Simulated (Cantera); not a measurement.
Charge: 1 mol C2H4, 0.81 mol NH3, 4.7 mol H2, held at 2575 °C and 1 atm.

These are equilibrium values from Cantera (NASA tables, ideal gas, pure condensed phases), not measurements of a reactor. Candidate condensed phases: C, C6H6, C7H8, C8H18; 92 gas species. The numbers say what is thermodynamically allowed, not how fast it happens.

Base state: H2 0.819, H 0.0869, N2 0.0321, C2H2 (acetylene) 0.0320, HCN 0.0246, HNC 0.00409, C4H2 0.000521, C2H 0.000464 (mole fractions); condensed: C(graphite).

Task: What changes in the equilibrium state with this change: temperature from 2575 °C to 2425 °C?

Result: 
| species | before | after |
|---|---|---|
| H2 | 0.819 | 0.868 |
| H | 0.0869 | 0.0522 |
| N2 | 0.0321 | 0.0360 |
| C2H2 (acetylene) | 0.0320 | 0.0203 |
| HCN | 0.0246 | 0.0198 |
| C3 | 5.58e-5 | 8.47e-6 |
| C | 1.09e-5 | 2.05e-6 |
| C2H | 0.000464 | 0.000129 |
| C(graphite), mol | 1.16 | 1.45 |
